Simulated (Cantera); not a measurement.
Feed: 1 mol Si, 0.18 mol CO₂, 66 mol N₂, 0.076 mol N₂O, at 10.0 mbar.

Cantera equilibrium calculation (NASA polynomials, part measured and part estimated; ideal gas, pure solids and liquids). Candidate condensed phases: C, Si, SiC, SiO₂, Si₂N₂O, Si₃N₄; 34 gas species. Mutual solubility and eutectic melting of coexisting phases are not modelled. The tables' values for SiN are old estimates; treat these amounts as uncertain. Rates play no part.

x: gas mole fraction; n: condensed amount in mol.

```csv
T (K),x N₂,x Si,x SiO,x CO,n C(graphite),n Si₂N₂O(s),n Si₃N₄(s),n SiC(s),n Si(l)
1248,1.000,<1e-12,1.21e-9,9.48e-6,0.179,0.435,0.0431,0,0
1323,1.000,1.79e-11,2.91e-8,5.71e-5,0.176,0.432,0.0452,0,0
1398,1.000,?,?,?,0,0.419,?,0.163,0
1473,1.000,1.08e-8,6.22e-6,0.000394,0,0.410,0.00869,0.154,0
1548,0.999,?,?,?,0,0.384,?,?,0
1623,0.998,1.96e-6,0.000483,0.00126,0,0.321,0.0761,0.0971,0
1698,0.995,1.86e-5,0.00316,0.00208,0,0.0899,0.189,0.0426,0
1773,0.993,0.000146,0.00555,0.00104,0,0,0.170,0.111,0
1848,0.993,0.000627,0.00575,0.000804,0,0,0,0.126,0.441
1923,0.992,0.00170,0.00539,0.00116,0,0,0,0.101,0.407
1998,0.989,0.00425,0.00495,0.00158,0,0,0,0.0666,0.269
2073,0.984,0.00910,0.00418,0.00231,0,0,0,0.00162,0
2148,0.983,0.0102,0.00392,0.00257,0,0,0,0,0
2223,0.983,0.0106,0.00384,0.00265,0,0,0,0,0
```

### Question
Complete the blanks.

### Answer

- 1548, x Si: 1.65e-7
- 1548, x SiO: 6.10e-5
- 1548, x CO: 0.000726
- 1548, n Si₃N₄(s): 0.0317
- 1548, n SiC(s): 0.132
- 1398, x Si: 4.76e-10
- 1398, x SiO: 5.40e-7
- 1398, x CO: 0.000264
- 1398, n Si₃N₄(s): 0
